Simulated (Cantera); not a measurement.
A Cantera script and its output.

```python
import numpy as np
import cantera as ct

surf = ct.Interface("diamond.yaml", "diamond_100")
gas, bulk = surf.adjacent["gas"], surf.adjacent["diamond"]
k = surf.kinetics_species_index(bulk.species_names[0])
cover = ["c6HH", "c6H*", "c6*H", "c6**", "c6HM", "c6B"]

rows, drift = [], 0.0
print(f"{'P':>10s}{'um/h':>11s}" + "".join(f"{s:>11s}" for s in cover))
for v in [760, 1300, 2300, 3900, 6700, 12000, 20000, 34000]:
    T, P, xH, xCH3 = 1423, v, 0.0035, 1.6e-05
    gas.TPX = T, P, {"H": xH, "CH3": xCH3, "CH4": 0.0069, "H2": 1 - xH - xCH3 - 0.0069}
    surf.TP = bulk.TP = T, P
    surf.coverages = "c6H*:0.1, c6HH:0.9"
    surf.advance_coverages(100.0)
    before = surf.coverages
    surf.advance_coverages(100.0)
    drift = max(drift, np.max(np.abs(surf.coverages - before) / (surf.coverages + 1e-9)))
    rate = surf.net_production_rates[k] * bulk.mean_molecular_weight / bulk.density * 3.6e9
    rows.append([rate, *surf[cover].coverages])
    print(f"{v:10.4g}{rate:11.4e}" + "".join(f"{x:11.3e}" for x in rows[-1][1:]))
```

Output:

```
         P       um/h       c6HH       c6H*       c6*H       c6**       c6HM        c6B
       760 5.4023e-03  3.419e-01  6.106e-02  5.410e-01  5.598e-02  4.293e-07  1.466e-11
      1300 1.3947e-02  3.423e-01  6.104e-02  5.407e-01  5.591e-02  7.727e-07  3.785e-11
      2300 3.5961e-02  3.425e-01  6.102e-02  5.406e-01  5.586e-02  1.457e-06  9.758e-11
      3900 8.1068e-02  3.426e-01  6.102e-02  5.404e-01  5.584e-02  2.622e-06  2.200e-10
      6700 1.7539e-01  3.427e-01  6.103e-02  5.404e-01  5.582e-02  4.748e-06  4.759e-10
   1.2e+04 3.8175e-01  3.428e-01  6.106e-02  5.403e-01  5.582e-02  8.851e-06  1.036e-09
     2e+04 7.3663e-01  3.428e-01  6.111e-02  5.402e-01  5.582e-02  1.502e-05  1.999e-09
   3.4e+04 1.4566e+00  3.428e-01  6.120e-02  5.400e-01  5.584e-02  2.557e-05  3.953e-09
```

Model: the Harris–Goodwin 1993 mechanism for the reconstructed diamond (100) surface, integrated in Cantera.
